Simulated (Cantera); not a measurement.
An isothermal, constant-pressure homogeneous reactor starts with 0.779 % CH₄, 99.1 % H₂, 0.113 % N₂, at 2223 K and 0.0133 bar.

Computed with Cantera and GRI-Mech 3.0 (53 species, 325 reactions). GRI-Mech 3.0 stops at C3 and has no aromatics, soot or wall deposition, so with more carbon than oxygen in the feed, carbon stays in small species such as C2H2 where larger ones or solid carbon would form. Radical loss at walls, strong at low pressure, is not modelled.

x: mole fraction; the columns are a selection and need not sum to one.

```csv
t (s),x CH₄,x H₂,x C₂H₂,x C₂H₆,x HCN,x H,x CH₃
2.00e-6,0.00779,0.991,<1e-12,<1e-12,<1e-12,1.59e-6,___
1.12e-5,0.00778,0.991,<1e-12,1.11e-12,<1e-12,1.03e-5,___
6.26e-5,0.00777,0.991,1.89e-11,8.93e-11,<1e-12,7.32e-5,___
0.000350,0.00771,0.991,8.41e-9,1.78e-9,<1e-12,0.000445,___
0.00196,0.00740,0.989,4.23e-6,3.48e-8,1.32e-11,0.00249,___
0.0110,0.00521,0.980,0.000646,1.56e-7,7.32e-9,0.0117,___
0.0613,0.000530,0.971,0.00343,3.19e-9,2.09e-7,0.0233,___
0.343,3.04e-5,0.961,0.00377,1.44e-11,5.58e-7,0.0342,___
1.92,3.90e-6,0.944,0.00375,<1e-12,1.09e-6,0.0512,___
10.7,3.39e-6,0.941,0.00374,<1e-12,3.86e-6,0.0542,3.71e-6
60.0,3.39e-6,0.941,0.00374,<1e-12,1.92e-5,0.0542,3.70e-6
```

**Question.** What belongs in the gaps?

**Answer.** 
- 2.00e-6, x CH₃: 1.40e-6
- 1.12e-5, x CH₃: 6.45e-6
- 6.26e-5, x CH₃: 2.02e-5
- 0.000350, x CH₃: 7.52e-5
- 0.00196, x CH₃: 0.000362
- 0.0110, x CH₃: 0.00118
- 0.0613, x CH₃: 0.000241
- 0.343, x CH₃: 2.06e-5
- 1.92, x CH₃: 4.01e-6
